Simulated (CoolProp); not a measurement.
Saturation properties of sulfur hexafluoride (Tc = 318.7 K, pc = 3.755 MPa, ω = 0.210).

Values from CoolProp's reference Helmholtz-energy equation of state, Guder 2009.

| T (K) | p (MPa) | vapour Z | surface tension (mN/m) |
|---|---|---|---|
| 249 | 0.6016 | 0.8624 | 7.77 |
| 252.5 | 0.6751 | 0.8508 | 7.27 |
| 256 | 0.7550 | 0.8385 | 6.79 |
| 259.5 | 0.8417 | 0.8256 | 6.31 |
| 263 | 0.9356 | 0.8119 | 5.84 |
| 266.5 | 1.037 | 0.7975 | 5.37 |
| 270 | 1.146 | 0.7824 | 4.92 |
| 273.5 | 1.264 | 0.7663 | 4.47 |
| 277.1 | 1.394 | 0.7489 | 4.02 |
| 280.6 | 1.529 | 0.7309 | 3.59 |

Surface tension comes from a separate correlation (Mulero 2012).
